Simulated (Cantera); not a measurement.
What does this Cantera script print?

```python
import numpy as np
import cantera as ct

gas_names = """
    O CL2 BOCL N2O B2O3 O3 BCL3 NO
""".split()
cond_names = """
    BN(s)
""".split()


def load(file, names, dense=False):
    # The tables refer to 1 bar. Condensed volumes are neglected.
    table = {s.name: s for s in ct.Species.list_from_file(file)}
    out = []
    for n in names:
        d = dict(table[n].input_data)
        d["thermo"] = dict(d["thermo"], **{"reference-pressure": 1e5})
        if dense:
            d["equation-of-state"] = {"model": "constant-volume", "density": "1e6 g/cm^3"}
        out.append(ct.Species.from_dict(d))
    return out


species = {s.name: s for s in load("nasa_gas.yaml", gas_names) + load("nasa_condensed.yaml", cond_names)}
# Each term lists the table entries of one substance; the one whose range holds T is used.
reactions = {
    '2 BN + 3 O(g) + Cl2(g) = 2 BOCl(g) + N2O(g)':
        [(-2, ['BN(s)']), (-3, ['O']), (-1, ['CL2']), (2, ['BOCL']), (1, ['N2O'])],
    '3 B2O3(g) + 3 N2O(g) = 4 O3(g) + 6 BN':
        [(-3, ['B2O3']), (-3, ['N2O']), (4, ['O3']), (6, ['BN(s)'])],
    '5 O3(g) + 3 BCl3(g) + 6 BN = 6 NO(g) + 9 BOCl(g)':
        [(-5, ['O3']), (-3, ['BCL3']), (-6, ['BN(s)']), (6, ['NO']), (9, ['BOCL'])],
}


def pick(names, T):
    return next(species[n] for n in names if species[n].thermo.min_temp <= T <= species[n].thermo.max_temp)


results = []
for label, terms in reactions.items():
    print(label)
    print("     T/K   dH/kJ  dS/(J/K)   dG/kJ   log10 K")
    for T in [300, 875, 975, 1075, 1175, 1275, 1375, 1475, 1575]:
        used = [(nu, pick(names, T)) for nu, names in terms]
        dH = sum(nu * s.thermo.h(T) for nu, s in used) / 1e6
        dS = sum(nu * s.thermo.s(T) for nu, s in used) / 1e3
        dG = dH - T * dS / 1e3
        logK = -dG * 1e6 / (ct.gas_constant * T * np.log(10))
        results.append((label, T, dH, dS, dG, logK, [s.name for _, s in used]))
        print(f"{T:8g} {dH:8.1f} {dS:8.1f} {dG:8.1f} {logK:8.2f}")
```

It prints:

```
2 BN + 3 O(g) + Cl2(g) = 2 BOCl(g) + N2O(g)
     T/K   dH/kJ  dS/(J/K)   dG/kJ   log10 K
     300   -796.7    -41.0   -784.4   136.57
     875   -805.2    -56.1   -756.1    45.14
     975   -806.9    -58.0   -750.4    40.20
    1075   -808.8    -59.8   -744.5    36.18
    1175   -810.6    -61.4   -738.4    32.83
    1275   -812.4    -62.9   -732.2    30.00
    1375   -814.3    -64.3   -725.9    27.57
    1475   -816.1    -65.6   -719.4    25.47
    1575   -817.9    -66.8   -712.8    23.64
3 B2O3(g) + 3 N2O(g) = 4 O3(g) + 6 BN
     T/K   dH/kJ  dS/(J/K)   dG/kJ   log10 K
     300   1324.8   -466.9   1464.8  -255.04
     875   1327.8   -468.2   1737.5  -103.72
     975   1331.0   -464.8   1784.1   -95.58
    1075   1334.7   -461.2   1830.4   -88.94
    1175   1338.2   -458.1   1876.4   -83.41
    1275   1341.7   -455.2   1922.1   -78.74
    1375   1345.4   -452.4   1967.4   -74.74
    1475   1349.5   -449.5   2012.5   -71.27
    1575   1353.9   -446.6   2057.3   -68.23
5 O3(g) + 3 BCl3(g) + 6 BN = 6 NO(g) + 9 BOCl(g)
     T/K   dH/kJ  dS/(J/K)   dG/kJ   log10 K
     300   -293.6   1247.5   -667.8   116.28
     875   -298.3   1251.8  -1393.6    83.19
     975   -303.8   1245.8  -1518.4    81.35
    1075   -310.0   1239.7  -1642.7    79.82
    1175   -316.1   1234.3  -1766.4    78.52
    1275   -322.4   1229.2  -1889.6    77.41
    1375   -329.0   1224.2  -2012.2    76.44
    1475   -336.0   1219.3  -2134.4    75.59
    1575   -343.6   1214.3  -2256.1    74.82
```

Source: NASA polynomial tables (part measured, part estimated), evaluated in Cantera. The tables' values for BOCl are old estimates. Condensed species are held in their standard states even where they would react or evaporate.
